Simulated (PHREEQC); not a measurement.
Solution (25 °C): 3.4 mmol/kgw Cu(BF4)2, 3.4 mmol/kgw H2SO4 and 12 mmol/kgw NaCl. Closed to the air; pH follows from the charge balance.

Model: ion-association model, wateq4f.dat, run in PHREEQC.

No solid was allowed to form.

Q: Order these B species by the share of B that they hold, largest first: BF4-, BF2(OH)2-, BF3OH-, H3BO3.

A: BF4- (74 %), H3BO3 (18 %), BF3OH- (5.9 %), BF2(OH)2- (1.7 %)

Q: Order these Cu species by the share of Cu that they hold, largest first: CuF+, CuSO4, CuCl+, Cu+2.

A: Cu+2 (86 %), CuSO4 (12 %), CuCl+ (1.5 %), CuF+ (0.63 %)

The pH is 2.30 and the ionic strength 0.0287 mol/kgw. Complexes and solids missing from the database can't appear. Real BF4- forms and hydrolyses slowly; the run takes it at equilibrium.
